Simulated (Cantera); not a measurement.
Input: 1 mol c-C4F8, 9.4 mol H2, equilibrated at 2448.15 K and 0.000110 bar.

Cantera equilibrium calculation (NASA polynomials, part measured and part estimated; ideal gas, pure solids and liquids). Candidate condensed phases: C, C6H6, C7H8, C8H18; 95 gas species. The feed counts by its element totals alone. Equilibrium is a limit: real reactors are often held back by kinetics, nucleation or transport.

Base state: H 0.482, HF 0.443, H2 0.0645, F 0.00603, C3 0.00198, C 0.000731, C2H2 (acetylene) 0.000558, C2H 0.000268 (mole fractions); condensed: C(graphite).

**Question.** What changes in the equilibrium state with this change: temperature from 2448.15 K to 1850 K?

**Answer.** 
```json
[
 {"species": "HF", "before": "0.443", "after": "0.588"},
 {"species": "H2", "before": "0.0645", "after": "0.381"},
 {"species": "H", "before": "0.482", "after": "0.0317"},
 {"species": "C3", "before": "0.00198", "after": "4.60e-9"},
 {"species": "C2", "before": "0.000181", "after": "<1e-9"},
 {"species": "C", "before": "0.000731", "after": "8.39e-9"},
 {"species": "C(graphite), mol", "before": "3.84", "after": "4.00"}
]
```

**Question.** What changes in the equilibrium state with this change: c-C4F8 replaced by CH2F2?

**Answer.** 
| species | before | after |
|---|---|---|
| H | 0.482 | 0.735 |
| H2 | 0.0645 | 0.150 |
| HF | 0.443 | 0.109 |
| CF | 0.000167 | 2.71e-5 |
| F | 0.00603 | 0.000976 |
| C2H2 (acetylene) | 0.000558 | 0.00130 |
| C2H | 0.000268 | 0.000408 |
| C2 | 0.000181 | 0.000181 |
| C(graphite), mol | 3.84 | 0.809 |

**Question.** What changes in the equilibrium state with this change: temperature from 2448.15 K to 2225 K?

**Answer.** 
```
species             before    after
----------------  --------  -------
HF                   0.443    0.512
H                    0.482    0.280
H2                  0.0645    0.206
C2                0.000181  3.18e-6
C3                 0.00198  3.62e-5
C                 0.000731  2.15e-5
C(graphite), mol      3.84     3.98
```
